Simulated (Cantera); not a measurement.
Charge: 1 mol SiF₄, 7.1 mol O₃, 1.1 mol H₂, equilibrated at 600 °C and 100000 Pa.

Equilibrium computed with Cantera from the NASA thermochemical tables; the gas is ideal and each condensed phase is pure. Candidate condensed phases: H₂O, Si, SiO₂; 38 gas species. The numbers say what is thermodynamically allowed, not how fast it happens.

Base state: O₂ 0.817, SiF₄ 0.0673, H₂O 0.0619, HF 0.0541 (mole fractions); condensed: SiO₂(β-quartz).

**Question.** What changes in the equilibrium state with this change: SiF₄ replaced by SiH₂Cl₂?

**Answer.** 
| species | before | after |
|---|---|---|
| O₂ | 0.817 | 0.741 |
| H₂O | 0.0619 | 0.134 |
| HCl | 0 | 0.0832 |
| SiF₄ | 0.0673 | 0 |
| HF | 0.0541 | 0 |
| Cl₂ | 0 | 0.0421 |
| SiO₂(β-quartz), mol | 0.167 | 1.00 |
